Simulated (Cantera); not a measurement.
## Carbothermic reduction: MgO + C + CO

Feed: 1 mol MgO, 0.92 mol C, 0.049 mol CO, at 0.133 bar.

Cantera equilibrium calculation (NASA polynomials, part measured and part estimated; ideal gas, pure solids and liquids). Candidate condensed phases: C, Mg, MgCO3, MgO; 15 gas species. Equilibrium is a limit: real reactors are often held back by kinetics, nucleation or transport.

```
T (°C)  log p CO  log p Mg  log p CO2  log p MgO  log p O  log p Mg2  n C(graphite)  n MgO(s)
------  --------  --------  ---------  ---------  -------  ---------  -------------  --------
1275       -0.88     -4.69      -5.11     -12.69     <-12       <-12          0.920     1.000
1425       -0.88     -2.85      -5.60     -10.73     <-12      -9.41          0.919     0.999
1575       -1.17     -1.19      -6.42      -9.09   -12.46      -6.18              0    0.0800
1725       -1.17     -1.19      -5.47      -7.70   -10.37      -6.27              0    0.0800
1875       -1.17     -1.19      -4.65      -6.51    -8.58      -6.35              0    0.0797
2025       -1.17     -1.19      -3.94      -5.48    -7.03      -6.42              0    0.0783
2175       -1.17     -1.19      -3.33      -4.57    -5.67      -6.49              0    0.0729
```
log p: log10 of the partial pressure in bar; n: condensed amount in mol.

From 1275 °C to 1425 °C the condensed part is C(graphite) + MgO(s). From 1575 °C to 2175 °C the condensed part is MgO(s). The main Mg-bearing gas is Mg throughout. The share of Mg in condensed phases is highest at 1275 °C (100.0 %) and lowest at 2175 °C (7.3 %).
